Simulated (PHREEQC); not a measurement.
Dissolve 0.011 mol/kgw CaSO4, 0.0051 mol/kgw Na2SO4 and 0.00083 mol/kgw NaCl at 20 °C. Closed to the air; pH follows from the charge balance.

Model: ion-association model, phreeqc.dat, run in PHREEQC.

Precipitation was switched off in this run.

Q: Predict the ionic strength, specific conductance.

A: ionic strength 0.0452 mol/kgw; specific conductance 2410 µS/cm.

Q: In which forms is Na present?

A: Na+ 97 %, NaSO4- 2.7 % of the Na.
